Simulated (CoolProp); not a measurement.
Computed with CoolProp (reference Helmholtz-energy equation of state, Lemmon 2004). It is a short technical equation, of lower accuracy than the large ones.

### Question
Give the vapour pressure (bar), liquid density (kg/m³), vapour density (kg/m³), surface tension (mN/m) of saturated n-dodecane at 489.4, 512.3 K.

### Answer
| T (K) | p (bar) | liquid density (kg/m³) | vapour density (kg/m³) | surface tension (mN/m) |
|---|---|---|---|---|
| 489.4 | 1.01 | 594 | 4.57 | 9.81 |
| 512.3 | 1.70 | 572 | 7.57 | 8.26 |

Surface tension comes from a separate correlation (Mulero 2012).
